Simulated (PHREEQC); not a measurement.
**Hard or scaling water (model solution)**

A solution holds 0.022 mol CaCl2, 0.0085 mol Na2SO4 and 0.0063 mol NaCl per kg of water, at 80 °C. Closed to the air; pH follows from the charge balance.

All values are PHREEQC results (ion-association model, wateq4f.dat), not measurements.

The ionic strength is 0.0832 mol/kgw.

```json
[
 {"species": "Cl-", "molality": "0.0503", "activity": "0.0380", "log γ": "-0.122"},
 {"species": "Na+", "molality": "0.0230", "activity": "0.0178", "log γ": "-0.112"},
 {"species": "Ca+2", "molality": "0.0185", "activity": "0.00688", "log γ": "-0.429"},
 {"species": "SO4-2", "molality": "0.00473", "activity": "0.00169", "log γ": "-0.446"},
 {"species": "CaSO4", "molality": "0.00351", "activity": "0.00358", "log γ": "0.008"},
 {"species": "NaSO4-", "molality": "0.000260", "activity": "0.000202", "log γ": "-0.108"},
 {"species": "OH-", "molality": "8.37e-7", "activity": "6.31e-7", "log γ": "-0.123"},
 {"species": "H+", "molality": "4.73e-7", "activity": "3.87e-7", "log γ": "-0.088"},
 {"species": "HSO4-", "molality": "3.39e-7", "activity": "2.61e-7", "log γ": "-0.115"},
 {"species": "CaHSO4+", "molality": "2.80e-8", "activity": "2.16e-8", "log γ": "-0.114"},
 {"species": "CaOH+", "molality": "3.74e-9", "activity": "2.95e-9", "log γ": "-0.104"}
]
```

No solid was allowed to form. Away from 25 °C the constants follow the database's enthalpies or fits; those with neither stay at their 25 °C values.
